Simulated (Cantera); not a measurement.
# Stirred combustor or abatement burner

A perfectly stirred reactor is fed with CH₄ : C₂H₆ : O₂ : N₂ = 1 : 0.06 : 4.42 : 16.6 (molar parts), equivalence ratio 0.50, at 10.0 bar; it is adiabatic with a 350 K inlet, and is followed from long to short residence time, starting on the burning branch (τ in s: 0.055, 0.029, 0.015, 0.0077, 0.004, 0.0021, 0.0011, 0.00057, 0.0003, 0.00015, 8e-05, 4.2e-05, 2.2e-05).

Model: GRI-Mech 3.0 (53 species, 325 reactions), integrated in Cantera.

| τ (s) | T (K) | x CH₄ | x C₂H₆ | x O₂ | x HCN | x HO₂ |
|---|---|---|---|---|---|---|
| 0.055 | 1521 | 3.69e-5 | 5.68e-7 | 0.100 | 1.08e-9 | 4.70e-6 |
| 0.029 | 1518 | 6.53e-5 | 1.07e-6 | 0.100 | 1.58e-9 | 8.13e-6 |
| 0.015 | 1511 | 0.000122 | 2.18e-6 | 0.101 | 2.20e-9 | 1.46e-5 |
| 0.0077 | 1498 | 0.000246 | 4.85e-6 | 0.102 | 2.59e-9 | 2.70e-5 |
| 0.0040 | 1461 | 0.000614 | 1.37e-5 | 0.104 | 1.89e-9 | 5.26e-5 |
| 0.0021 | 350 | 0.0453 | 0.00272 | 0.200 | <1e-12 | <1e-12 |
| 0.0011 | 350 | 0.0453 | 0.00272 | 0.200 | <1e-12 | <1e-12 |
| 0.00057 | 350 | 0.0453 | 0.00272 | 0.200 | <1e-12 | <1e-12 |
| 0.00030 | 350 | 0.0453 | 0.00272 | 0.200 | <1e-12 | <1e-12 |
| 0.00015 | 350 | 0.0453 | 0.00272 | 0.200 | <1e-12 | <1e-12 |
| 8.0e-5 | 350 | 0.0453 | 0.00272 | 0.200 | <1e-12 | <1e-12 |
| 4.2e-5 | 350 | 0.0453 | 0.00272 | 0.200 | <1e-12 | <1e-12 |
| 2.2e-5 | 350 | 0.0453 | 0.00272 | 0.200 | <1e-12 | <1e-12 |
x: mole fraction; the columns are a selection and need not sum to one.
